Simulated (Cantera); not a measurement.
**Hydrogen reduction and annealing atmospheres: TiO2 + H2**

Feed: 1 mol TiO2, a varied amount of H2, at 1475 °C and 0.00133 bar.

Method: chemical equilibrium by Gibbs-energy minimisation in Cantera with the NASA 1993 tables (ideal gas, pure condensed phases). Candidate condensed phases: H2O, Ti, TiO, TiO2, Ti2O3, Ti3O5, Ti4O7; 12 gas species. Mutual solubility and eutectic melting of coexisting phases are not modelled. Condensed phases not in the tables: Magnéli phases beyond Ti4O7. Kinetics and transport are ignored.

From 2.5 mol H2 to 3.2 mol H2 the condensed part is TiO2(rutile) + Ti4O7(s). From 4.1 mol H2 to 8.5 mol H2 the condensed part is Ti4O7(s). At 11 mol H2 the condensed part is Ti3O5(s) + Ti4O7(s). At 14 mol H2 the condensed part is Ti3O5(s). The main Ti-bearing gas is TiO2 throughout.

| n(H2) (mol) | x H2 | x H2O | x H | x OH | n TiO2(rutile) | n Ti4O7(s) | n Ti3O5(s) |
|---|---|---|---|---|---|---|---|
| 2.5 | 0.922 | 0.0720 | 0.00602 | 2.74e-5 | 0.277 | 0.181 | 0 |
| 3.2 | 0.922 | 0.0720 | 0.00602 | 2.74e-5 | 0.0750 | 0.231 | 0 |
| 4.1 | 0.933 | 0.0608 | 0.00605 | 2.30e-5 | 0 | 0.250 | 0 |
| 5.2 | 0.946 | 0.0479 | 0.00609 | 1.80e-5 | 0 | 0.250 | 0 |
| 6.7 | 0.957 | 0.0372 | 0.00613 | 1.39e-5 | 0 | 0.250 | 0 |
| 8.5 | 0.965 | 0.0293 | 0.00615 | 1.09e-5 | 0 | 0.250 | 0 |
| 11 | 0.966 | 0.0274 | 0.00616 | 1.02e-5 | 0 | 0.0930 | 0.209 |
| 14 | 0.970 | 0.0237 | 0.00617 | 8.81e-6 | 0 | 0 | 0.333 |
x: gas mole fraction; n: condensed amount in mol.
